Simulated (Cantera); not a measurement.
Input: 1 mol Si, 5 mol NF3, 2 mol H2, 4.2 mol Cl2, at 39.0 Torr.

Equilibrium computed with Cantera from the NASA thermochemical tables; the gas is ideal and each condensed phase is pure. Candidate condensed phases: NH4Cl, Si, Si3N4; 49 gas species. Equilibrium is a limit: real reactors are often held back by kinetics, nucleation or transport. All values below are at 1400 K.

Base state: ClF 0.358, HF 0.249, N2 0.155, F 0.0772, Cl2 0.0662, SiF4 0.0622, Cl 0.0321, F2 0.000108 (mole fractions); condensed: gas only.

What changes in the equilibrium state with this change: Cl2 from 4.2 to 6.1 mol?


```json
[
 {"species": "ClF", "before": "0.358", "after": "0.340"},
 {"species": "HF", "before": "0.249", "after": "0.223"},
 {"species": "Cl2", "before": "0.0662", "after": "0.146"},
 {"species": "F", "before": "0.0772", "after": "0.0495"},
 {"species": "Cl", "before": "0.0321", "after": "0.0476"},
 {"species": "SiF4", "before": "0.0622", "after": "0.0556"},
 {"species": "N2", "before": "0.155", "after": "0.139"},
 {"species": "F2", "before": "0.000108", "after": "4.45e-5"}
]
```
